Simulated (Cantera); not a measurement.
A closed system holds: 1 mol CuO, 13 mol HF, equilibrated at 877 °C.

These are equilibrium values from Cantera (NASA tables, ideal gas, pure condensed phases), not measurements of a reactor. Candidate condensed phases: Cu, CuF₂, CuO, Cu(OH)₂, Cu₂O, H₂O; 27 gas species. Mutual solubility and eutectic melting of coexisting phases are not modelled. The numbers say what is thermodynamically allowed, not how fast it happens.

### Question
Which condensed phases are stable at each of these points (P (Pa)): 1, 6.80, 46, 320, 2200, 15000, 100000?

### Answer
```
P (Pa)            condensed phases  Cu condensed (%)
------  --------------------------  ----------------
1                          Cu₂O(s)              76.8
6.80                       Cu₂O(s)              87.8
46                         Cu₂O(s)              93.5
320                        Cu₂O(s)              96.5
2200                       Cu₂O(s)              97.9
15000                      Cu₂O(s)              98.3
100000  CuF₂(l) + CuO(s) + Cu₂O(s)              99.2
```

From 1.00 Pa to 15000 Pa the condensed part is Cu₂O(s). At 100000 Pa the condensed part is CuF₂(l) + CuO(s) + Cu₂O(s).
